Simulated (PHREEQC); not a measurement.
# Silver or lead bath with leach liquor

Solution A (9e-05 mol/kgw Ag2SO4, 0.032 mol/kgw HNO3 and 0.00035 mol/kgw Na2SO4) is mixed with solution B (0.009 mol HCl, 0.00019 mol NiSO4 and 0.04 mol MgSO4 per kg of water) at 25 °C; shares are by mass of water, 1 kg in all. Oxygen alone is held at its pressure in air (log pO2 = -0.68). CO2 from the air is kept out. Only these solids could form: Brucite, Ni(OH)2, Ni4(OH)6SO4, Cerargyrite, Ag2O, Ag2SO4, Halite, Mirabilite, Epsomite, Morenosite.

The series has 21 steps of share of solution B, from 0 to 1.

All values are PHREEQC results (ion-association model, wateq4f.dat), not measurements.

Q: Which solids form, in which order, and at which step of the series does each first stand?

A: Cerargyrite from share of solution B = 0.05 (pH 1.59), last present at share of solution B = 0.95.
